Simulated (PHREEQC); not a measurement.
Make-up at 75 °C: 1.4 mmol/kgw SrBr2, 11 mmol/kgw SrCl2 and 7.7 mmol/kgw NaAlO2. Closed to the air; pH follows from the charge balance.

Model: ion-association model, wateq4f.dat, run in PHREEQC.

No solid was allowed to form.

Question: Estimate the pH.

Answer: pH 7.80.

Saturation is exceeded, for instance for Al(OH)3(a), Boehmite (slow to form); the values hold only as long as no solid forms. Complexes and solids missing from the database can't appear. At this temperature some constants are extrapolated from 25 °C, and those without enthalpy data are left unchanged.
